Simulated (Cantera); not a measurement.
A perfectly stirred reactor is fed with 1.79 % CH4, 1.40 % C2H6, 0.376 % C3H8, 20.2 % O2, 76.2 % N2, equivalence ratio 0.51, at 4.93 atm; it is adiabatic with a 350 K inlet, and is followed from long to short residence time, starting on the burning branch (τ in s: 0.3, 0.11, 0.042, 0.016, 0.0058, 0.0022, 0.0008, 0.0003, 0.00011, 4.1e-05, 1.5e-05, 5.7e-06).

Cantera simulation using GRI-Mech 3.0 (53 species, 325 reactions); the numbers are that mechanism's predictions, not measurements.

x: mole fraction; the columns are a selection and need not sum to one.

```
τ (s)    T (K)     x CH4   x C2H6   x C3H8   x H2O      x OH     x HCO
-------  -----  --------  -------  -------  ------  --------  --------
0.30      1558   2.70e-6  4.88e-7  1.39e-7  0.0916  0.000143  9.41e-10
0.11      1557   5.35e-6  1.01e-6  2.95e-7  0.0915  0.000186   2.56e-9
0.042     1554       ___      ___      ___  0.0915       ___       ___
0.016     1550   2.03e-5  4.07e-6  1.21e-6  0.0913  0.000306   1.82e-8
0.0058    1541   4.33e-5  8.72e-6  2.57e-6  0.0911  0.000379   5.26e-8
0.0022    1520  0.000101  2.01e-5  5.82e-6  0.0906  0.000411   1.48e-7
0.00080    350    0.0179   0.0140  0.00376  <1e-12    <1e-12    <1e-12
0.00030    350    0.0179   0.0140  0.00376  <1e-12    <1e-12    <1e-12
0.00011    350    0.0179   0.0140  0.00376  <1e-12    <1e-12    <1e-12
4.1e-5     350    0.0179   0.0140  0.00376  <1e-12    <1e-12    <1e-12
1.5e-5     350    0.0179   0.0140  0.00376  <1e-12    <1e-12    <1e-12
5.7e-6     350    0.0179   0.0140  0.00376  <1e-12    <1e-12    <1e-12
```

Task: What belongs in the gaps?

Result: 
- 0.042, x CH4: 1.03e-5
- 0.042, x C2H6: 2.03e-6
- 0.042, x C3H8: 5.98e-7
- 0.042, x OH: 0.000240
- 0.042, x HCO: 6.78e-9
